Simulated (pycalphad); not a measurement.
## Phase fractions of Si-62.27Ti (wt.%)

All values are pycalphad results on the COST 507 light-alloy database (1999) (1 atm), not direct measurements. The database dates from 1999; later assessments differ in places, in temperatures and in the compounds included. Amounts are mole fractions of atoms. Kinetics are ignored, which matters at the lower temperatures.

```json
[
 {"T (K)": "2200", "liquid": "1.000", "SI4TI5": "-", "SITI": "-", "SI2TI": "-"},
 {"T (K)": "2100", "liquid": "0.702", "SI4TI5": "0.298", "SITI": "-", "SI2TI": "-"},
 {"T (K)": "2000", "liquid": "0.522", "SI4TI5": "0.478", "SITI": "-", "SI2TI": "-"},
 {"T (K)": "1900", "liquid": "0.432", "SI4TI5": "0.568", "SITI": "-", "SI2TI": "-"},
 {"T (K)": "1800", "liquid": "0.067", "SI4TI5": "-", "SITI": "0.933", "SI2TI": "-"},
 {"T (K)": "1700", "liquid": "-", "SI4TI5": "-", "SITI": "0.952", "SI2TI": "0.048"},
 {"T (K)": "1600", "liquid": "-", "SI4TI5": "-", "SITI": "0.952", "SI2TI": "0.048"},
 {"T (K)": "1500", "liquid": "-", "SI4TI5": "-", "SITI": "0.952", "SI2TI": "0.048"},
 {"T (K)": "1400", "liquid": "-", "SI4TI5": "-", "SITI": "0.952", "SI2TI": "0.048"},
 {"T (K)": "1300", "liquid": "-", "SI4TI5": "-", "SITI": "0.952", "SI2TI": "0.048"},
 {"T (K)": "1200", "liquid": "-", "SI4TI5": "-", "SITI": "0.952", "SI2TI": "0.048"},
 {"T (K)": "1100", "liquid": "-", "SI4TI5": "-", "SITI": "0.952", "SI2TI": "0.048"},
 {"T (K)": "1000", "liquid": "-", "SI4TI5": "-", "SITI": "0.952", "SI2TI": "0.048"},
 {"T (K)": "900", "liquid": "-", "SI4TI5": "-", "SITI": "0.952", "SI2TI": "0.048"},
 {"T (K)": "800", "liquid": "-", "SI4TI5": "-", "SITI": "0.952", "SI2TI": "0.048"},
 {"T (K)": "700", "liquid": "-", "SI4TI5": "-", "SITI": "0.952", "SI2TI": "0.048"},
 {"T (K)": "600", "liquid": "-", "SI4TI5": "-", "SITI": "0.952", "SI2TI": "0.048"},
 {"T (K)": "500", "liquid": "-", "SI4TI5": "-", "SITI": "0.952", "SI2TI": "0.048"}
]
```

Database names, with the compositions (at.%) that they take in these runs: SI4TI5: Ti 56 Si 44; SITI: Si 50 Ti 50; SI2TI: Si 67 Ti 33.
